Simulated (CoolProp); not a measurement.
Saturation properties of ethylene (Tc = 282.4 K, pc = 5042 kPa, ω = 0.087).

Computed with CoolProp (reference Helmholtz-energy equation of state, Smukala 2000).

```tsv
T (K)	p (kPa)	liquid density (kg/m³)	liquid cp (kJ/(kg K))	vapour Z	surface tension (mN/m)
195.8	381.9	528.0	2.505	0.9157	12.0
206.1	580.3	511.1	2.570	0.8873	10.3
216.3	842.9	493.4	2.660	0.8541	8.72
226.5	1183	474.3	(withheld)	0.8152	7.16
236.7	1613	453.4	(withheld)	0.7700	5.66
246.9	2145	429.9	(withheld)	0.7171	4.21
257.1	2795	402.4	(withheld)	0.6539	2.83
267.3	3579	367.7	4.828	0.5744	1.54
```

Question: Some entries are withheld; supply them.

Answer: 
- 226.5, liquid cp (kJ/(kg K)): 2.785
- 236.7, liquid cp (kJ/(kg K)): 2.967
- 246.9, liquid cp (kJ/(kg K)): 3.246
- 257.1, liquid cp (kJ/(kg K)): 3.732

It boils at 169.4 K under 1 atm.

Surface tension comes from a separate correlation (Mulero 2012).
